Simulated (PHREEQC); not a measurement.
Model water analysis in mg/kgw, 65 °C, pH 6.56: Na 3550; K 134; Ca 59.5; Mg 276; Cl 5660; S(6) as SO4 972; Alkalinity as HCO3 0.444; Br 121.

Valence states are taken as typed.

Computed with PHREEQC (Pitzer model, pitzer.dat).

No solid was allowed to form.

### Question
Estimate the activity of water, charge-balance error.

### Answer
activity of water 0.994; charge-balance error 0.6 %.

### Question
In which forms is C present?

### Answer
HCO3- 72 %, CO2 27 % of the C.

At this temperature some constants are extrapolated from 25 °C, and those without enthalpy data are left unchanged.
